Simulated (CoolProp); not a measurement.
R227EA along the isotherm 30.65 °C: Z from the reference equation and from simpler models built on Tc = 101.8 °C, pc = 29.25 bar, ω = 0.358; each cubic takes its own stable root.

The numbers come from the reference Helmholtz-energy equation of state, Lemmon 2016 in CoolProp.

```json
[
 {"p (bar)": "0.463", "phase": "gas", "reference": "0.9884"},
 {"p (bar)": "1.05", "phase": "gas", "reference": "0.9734"},
 {"p (bar)": "2.4", "phase": "gas", "reference": "0.9371"},
 {"p (bar)": "12.4", "phase": "liquid", "reference": "0.06094"},
 {"p (bar)": "28.2", "phase": "liquid", "reference": "0.1373"},
 {"p (bar)": "64.3", "phase": "liquid", "reference": "0.3073"},
 {"p (bar)": "146", "phase": "liquid", "reference": "0.6759"}
]
```

### Question
How far does each simpler model (van der Waals, Soave-Redlich-Kwong, Peng-Robinson) lie from the reference over these 7 states: mean and median of the absolute difference, and the worst?

### Answer
- van der Waals: mean 34.3 %, median 49.7 %, worst +68.4 % at 30.65 °C and 12.4 bar
- Soave-Redlich-Kwong: mean 5.2 %, median 6.5 %, worst +10.9 % at 30.65 °C and 12.4 bar
- Peng-Robinson: mean 2.0 %, median 2.2 %, worst -5.2 % at 30.65 °C and 146 bar
